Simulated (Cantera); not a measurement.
An adiabatic, constant-volume homogeneous reactor starts with 10.4 % H2, 18.8 % O2, 70.8 % N2, equivalence ratio 0.28, at 1000 K and 5.00 bar.

Detailed kinetics in Cantera: the H2/O2 subset of GRI-Mech 3.0, which has no nitrogen chemistry. The hydrogen kinetics of GRI-Mech 3.0 are dated; newer H2 mechanisms differ, most at raised pressure.

Problem. Predict: time of steepest temperature rise; temperature at 7.00 s; equilibrium temperature; x(H2) at 7.00 s; x(O2) at 7.00 s; x(OH) at 7.00 s; x(H) at 7.00 s; x(H2O2) at 7.00 s; x(HO2) at 7.00 s.

Solution. 
* **time of steepest temperature rise**: 18.6 ms
* **temperature at 7.00 s**: 1955 K
* **equilibrium temperature**: 1955 K
* **x(H2) at 7.00 s**: 1.95e-5 (gas-phase equilibrium 1.95e-5)
* **x(O2) at 7.00 s**: 0.143 (gas-phase equilibrium 0.143)
* **x(OH) at 7.00 s**: 0.000894 (gas-phase equilibrium 0.000894)
* **x(H) at 7.00 s**: 1.74e-6 (gas-phase equilibrium 1.74e-6)
* **x(H2O2) at 7.00 s**: 2.01e-7 (gas-phase equilibrium 2.01e-7)
* **x(HO2) at 7.00 s**: 3.23e-6 (gas-phase equilibrium 3.23e-6)
